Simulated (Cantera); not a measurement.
Input (Python, Cantera):

```python
import numpy as np
import cantera as ct

gas = ct.Solution("gri30.yaml")
gas.TPX = 523, 57000, {'C2H6': 1, 'O2': 3.18, 'N2': 12, 'H2O': 0.89}
flame = ct.FreeFlame(gas, width=0.059)
flame.set_refine_criteria(ratio=3, slope=0.08, curve=0.16)
flame.transport_model = "mixture-averaged"
flame.solve(loglevel=0, auto=True)
z, T = flame.grid, flame.T
thick = (T[-1] - T[0]) / np.gradient(T, z).max()
show = ['C2H6', 'O2', 'H2O', 'CH2CO', 'NO', 'CO']
print(f"laminar burning velocity  {flame.velocity[0] * 100:.3f} cm/s")
print(f"burnt temperature         {T[-1]:.1f} K")
print(f"thermal thickness         {thick * 1e3:.4f} mm")
print(f"grid points               {len(z)}")
z0 = z[flame.heat_release_rate.argmax()]
print(f"{'z/mm':>9s}{'T/K':>9s}{'u/(m/s)':>9s}" + "".join(f"{s:>11s}" for s in show))
rows = []
for k in (-3, -2, -1.5, -1, -0.5, -0.25, 0, 0.25, 0.5, 1, 2, 4, 8):
    zz = z0 + k * thick
    rows.append([k * thick, np.interp(zz, z, T), np.interp(zz, z, flame.velocity),
                 *(np.interp(zz, z, flame.X[gas.species_index(s)]) for s in show)])
    print(f"{rows[-1][0] * 1e3:9.3f}{rows[-1][1]:9.1f}{rows[-1][2]:9.3f}" + "".join(f"{x:11.3e}" for x in rows[-1][3:]))
```

Result:

```
laminar burning velocity  105.475 cm/s
burnt temperature         2285.9 K
thermal thickness         0.5535 mm
grid points               150
     z/mm      T/K  u/(m/s)       C2H6         O2        H2O      CH2CO         NO         CO
   -1.660    523.1    1.056  5.852e-02  1.861e-01  5.210e-02  3.124e-09  1.612e-10  3.280e-06
   -1.107    524.5    1.061  5.837e-02  1.855e-01  5.220e-02  6.911e-08  2.113e-09  4.217e-05
   -0.830    530.3    1.077  5.813e-02  1.845e-01  5.289e-02  5.554e-07  1.134e-08  2.186e-04
   -0.553    579.8    1.187  5.681e-02  1.795e-01  5.837e-02  9.629e-06  1.153e-07  1.845e-03
   -0.277    947.5    1.992  4.214e-02  1.462e-01  9.191e-02  2.185e-04  1.845e-06  1.685e-02
   -0.138   1356.0    2.920  1.893e-02  1.053e-01  1.266e-01  6.893e-04  4.896e-06  3.851e-02
    0.000   1735.7    3.811  1.341e-03  5.829e-02  1.607e-01  7.286e-04  1.031e-05  6.249e-02
    0.138   1894.0    4.167  5.672e-06  3.042e-02  1.770e-01  1.340e-04  1.802e-05  6.495e-02
    0.277   1935.0    4.242  4.559e-09  1.980e-02  1.809e-01  7.613e-06  2.361e-05  5.621e-02
    0.553   1971.8    4.295  1.669e-14  1.421e-02  1.805e-01  1.297e-08  2.834e-05  4.526e-02
    1.107   2016.8    4.373  1.132e-19  1.183e-02  1.813e-01  1.801e-12  3.241e-05  3.984e-02
    2.214   2073.5    4.479  7.752e-25  9.857e-03  1.852e-01  7.793e-17  3.861e-05  3.795e-02
    4.428   2138.9    4.600 -5.196e-30  7.545e-03  1.904e-01  2.807e-18  4.940e-05  3.600e-02
```

Computed with Cantera and GRI-Mech 3.0 (53 species, 325 reactions). Burning velocities carry a grid error of a few per cent, more on coarse grids.
